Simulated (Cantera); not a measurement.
Cu2O + H2 + H2O (hydrogen reduction and annealing atmospheres)

A closed system holds: 1 mol Cu2O, 19 mol H2, 0.071 mol H2O, held at 4.80 bar.

Method: chemical equilibrium by Gibbs-energy minimisation in Cantera with the NASA 1993 tables (ideal gas, pure condensed phases). Candidate condensed phases: Cu, CuO, Cu(OH)2, Cu2O, H2O; 12 gas species. The numbers say what is thermodynamically allowed, not how fast it happens.

```
T (K)   x H2   x H2O      x Cu       x H    x Cu2  n Cu(l)
-----  -----  ------  --------  --------  -------  -------
1573   0.944  0.0562   5.52e-6   1.80e-5  3.39e-9     2.00
1623   0.944  0.0562   1.16e-5   3.06e-5  9.40e-9     2.00
1673   0.944  0.0562   2.32e-5   5.05e-5  2.45e-8     2.00
1723   0.944  0.0562   4.44e-5   8.09e-5  6.01e-8     2.00
1773   0.944  0.0561   8.22e-5  0.000126  1.40e-7     2.00
1823   0.944  0.0561  0.000147  0.000192  3.10e-7     2.00
1873   0.943  0.0561  0.000254  0.000286  6.57e-7     2.00
1923   0.943  0.0561  0.000426  0.000418  1.34e-6     1.99
1973   0.943  0.0561  0.000695  0.000598  2.62e-6     1.99
2023   0.942  0.0561   0.00111  0.000841  4.95e-6     1.98
2073   0.941  0.0560   0.00172   0.00116  9.05e-6     1.97
```
x: gas mole fraction; n: condensed amount in mol.

From 1573 K to 2073 K the condensed part is Cu(l). The main Cu-bearing gas is Cu throughout.
